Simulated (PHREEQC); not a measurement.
Dissolve 8.8 mmol/kgw ZnSO4, 0.042 mmol/kgw CuCl2 and 78 mmol/kgw NaH2PO4 at 25 °C. Closed to the air; pH follows from the charge balance.

Model: ion-association model, wateq4f.dat, run in PHREEQC.

No solid was allowed to form.

Q: Order these Zn species by the share of Zn that they hold, largest first: Zn(SO4)2-2, Zn+2, ZnSO4.

A: Zn+2 (82 %), ZnSO4 (17 %), Zn(SO4)2-2 (0.88 %)

The pH is 4.49 and the ionic strength 0.106 mol/kgw. The solution is supersaturated, for example in Zn3(PO4)2:4w, so a real one may precipitate; this is no full list. H3PO4, which wateq4f.dat lacks, is added to it with the constant of phreeqc.dat. The database has no phosphate complexes of Cu, Zn.
